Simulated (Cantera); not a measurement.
An adiabatic, constant-volume homogeneous reactor starts with H₂ : O₂ : N₂ : H₂O = 1 : 1.06 : 4 : 1.2 (molar parts), equivalence ratio 0.47, at 1548 K and 7500 Torr. Integrator tolerance rtol = 1e-08.

Detailed kinetics in Cantera: the H2/O2 subset of GRI-Mech 3.0, which has no nitrogen chemistry. The hydrogen kinetics of GRI-Mech 3.0 are dated; newer H2 mechanisms differ, most at raised pressure.

### Question
What does this change do: pressure from 7500 Torr to 4050 Torr?

### Answer
```csv
quantity,before,after
time of steepest temperature rise,2.23 µs,3.26 µs
temperature at 0.400 s,2553 K,2539 K
equilibrium temperature,2553 K,2539 K
x(H₂) at 0.400 s,0.00219 (gas-phase equilibrium 0.00219),0.00278 (gas-phase equilibrium 0.00278)
x(O₂) at 0.400 s,0.0799 (gas-phase equilibrium 0.0799),0.0796 (gas-phase equilibrium 0.0796)
x(H₂O) at 0.400 s,0.315 (gas-phase equilibrium 0.315),0.314 (gas-phase equilibrium 0.314)
x(HO₂) at 0.400 s,2.79e-5 (gas-phase equilibrium 2.79e-5),2.29e-5 (gas-phase equilibrium 2.29e-5)
x(OH) at 0.400 s,0.0120 (gas-phase equilibrium 0.0120),0.0134 (gas-phase equilibrium 0.0134)
x(O) at 0.400 s,0.00136 (gas-phase equilibrium 0.00136),0.00172 (gas-phase equilibrium 0.00172)
```
